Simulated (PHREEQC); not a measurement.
0.1 mol of Fluorite (CaF2) is brought to equilibrium with 1 kg of water, with rising amounts of NH4HSO4, at 20 °C. Oxygen is held at 0.21 atm. CO2 from the air is kept out. Solids allowed: Fluorite, Gypsum, Portlandite. Others were left out.

Base run: PHREEQC, ion-association model, wateq4f.dat. Each further column changes one thing. The table gives pH.

| NH4HSO4 added (mol) | base | temperature from 20 to 45 °C | temperature from 20 to 75 °C |
|---|---|---|---|
| 0 | 7.17 | (withheld) | (withheld) |
| 0.00208 | 2.89 | 2.99 | 3.16 |
| 0.00417 | 2.61 | 2.71 | (withheld) |
| 0.00625 | 2.45 | 2.55 | 2.73 |
| 0.00833 | 2.34 | 2.44 | 2.62 |
| 0.0104 | 2.25 | 2.36 | 2.54 |
| 0.0125 | 2.19 | 2.29 | (withheld) |
| 0.0146 | 2.13 | 2.24 | 2.41 |
| 0.0167 | 2.08 | 2.19 | 2.37 |
| 0.0187 | 2.04 | 2.15 | 2.33 |
| 0.0208 | 2.00 | 2.11 | 2.29 |
| 0.0229 | 1.97 | 2.08 | (withheld) |
| 0.025 | 1.94 | 2.05 | (withheld) |

Q: Some entries are withheld; supply them.

A: 
- 0, temperature from 20 to 45 °C: 6.85
- 0, temperature from 20 to 75 °C: 6.59
- 0.00417, temperature from 20 to 75 °C: 2.88
- 0.0125, temperature from 20 to 75 °C: 2.47
- 0.0229, temperature from 20 to 75 °C: 2.26
- 0.025, temperature from 20 to 75 °C: 2.23

 At this temperature some constants are extrapolated from 25 °C, and those without enthalpy data are left unchanged.
